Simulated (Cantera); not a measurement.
Feed: 1 mol V2O3, 32 mol H2, 0.085 mol H2O, at 0.000310 bar.

Cantera equilibrium calculation (NASA polynomials, part measured and part estimated; ideal gas, pure solids and liquids). Candidate condensed phases: H2O, V, VO, V2O3, V2O4, V2O5; 12 gas species. Mutual solubility and eutectic melting of coexisting phases are not modelled. VO: taken at fixed stoichiometry. Condensed phases not in the tables: the oxides between V2O3 and V2O5 other than VO2. Kinetics and transport are ignored. All values below are at 1650 K.

Base state: H2 0.987, H2O 0.00769, H 0.00513, VO2 5.74e-5 (mole fractions); condensed: VO(s) + V2O3(s).

Problem. What changes in the equilibrium state with this change: V2O3 replaced by ZrO2?

Solution. 
```tsv
species	before	after
H2	0.987	0.992
H	0.00513	0.00514
H2O	0.00769	0.00264
VO2	5.74e-5	0
VO(s), mol	0.326	0
V2O3(s), mol	0.836	0
ZrO2(tetragonal), mol	0	1.00
```
Further candidate phases: Zr, ZrO2.
